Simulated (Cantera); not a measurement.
Input (Python, Cantera) and output of one run.

```python
import numpy as np
import cantera as ct

gas_names = [...]  # 123 gases of nasa_gas.yaml made of C, H, O, Si
cond_names = """
    C(gr) C6H6(L) C7H8(L) C8H18(L),n-octa H2O(s) H2O(L) Si(cr) Si(L) SiC(b) SiO2(Lqz) SiO2(hqz) SiO2(L)
""".split()


# ... load() reads the species with a 1 bar reference pressure and builds the phases ...
atoms = {
    'HMDSO': {'Si': 2, 'C': 6, 'H': 18, 'O': 1},
    'CO2': {'C': 1, 'O': 2},
}
top_T = {'C(gr)': 4500, 'SiC(b)': 3050}  # K; cautious upper limits of use, not melting points


# ... equilibrate(T, P, feed) seeds the gas with the atoms and calls Mixture.equilibrate('TP', solver="vcs", rtol=1e-11, max_steps=5000) ...
results = []
feed = {'HMDSO': 1, 'CO2': 0.26}  # mol
P = 10000  # Pa
for T in [523, 623, 723, 823, 923, 1023, 1123]:
    mix = equilibrate(T, P, feed)
    results.append((T, P, feed, dict(zip(mix.species_names, mix.species_moles))))
    x = sorted(zip(gas.X, gas.species_names), reverse=True)
    print(f"T = {T:g} K  P = {P:g} Pa  gas = {mix.phase_moles(0):.4g} mol")
    print("   x: " + "  ".join(f"{s} {v:.3e}" for v, s in x if v > 1e-05))
    print("   condensed (mol): " + ("  ".join(f"{mix.phase(i).name} {mix.phase_moles(i):.4g}"
          for i in range(1, mix.n_phases) if mix.phase_moles(i) > 1e-12) or "none"))
```

Result:

```
T = 523 K  P = 10000 Pa  gas = 4.718 mol
   x: CH4 9.076e-01  H2 9.241e-02
   condensed (mol): C(gr) 0.738  SiC(b) 1.24  SiO2(Lqz) 0.76
T = 623 K  P = 10000 Pa  gas = 5.473 mol
   x: CH4 6.443e-01  H2 3.557e-01
   condensed (mol): C(gr) 1.493  SiC(b) 1.24  SiO2(Lqz) 0.76
T = 723 K  P = 10000 Pa  gas = 7.042 mol
   x: H2 7.219e-01  CH4 2.781e-01
   condensed (mol): C(gr) 3.062  SiC(b) 1.24  SiO2(Lqz) 0.76
T = 823 K  P = 10000 Pa  gas = 8.34 mol
   x: H2 9.209e-01  CH4 7.912e-02
   condensed (mol): C(gr) 4.36  SiC(b) 1.24  SiO2(Lqz) 0.76
T = 923 K  P = 10000 Pa  gas = 8.804 mol
   x: H2 9.778e-01  CH4 2.224e-02
   condensed (mol): C(gr) 4.824  SiC(b) 1.24  SiO2(hqz) 0.76
T = 1023 K  P = 10000 Pa  gas = 8.934 mol
   x: H2 9.926e-01  CH4 7.391e-03
   condensed (mol): C(gr) 4.954  SiC(b) 1.24  SiO2(hqz) 0.76
T = 1123 K  P = 10000 Pa  gas = 8.974 mol
   x: H2 9.970e-01  CH4 2.918e-03  CO 6.809e-05
   condensed (mol): C(gr) 4.993  SiC(b) 1.24  SiO2(hqz) 0.7597
```

These are equilibrium values from Cantera (NASA tables, ideal gas, pure condensed phases), not measurements of a reactor. The feed counts by its element totals alone. Mutual solubility and eutectic melting of coexisting phases are not modelled.
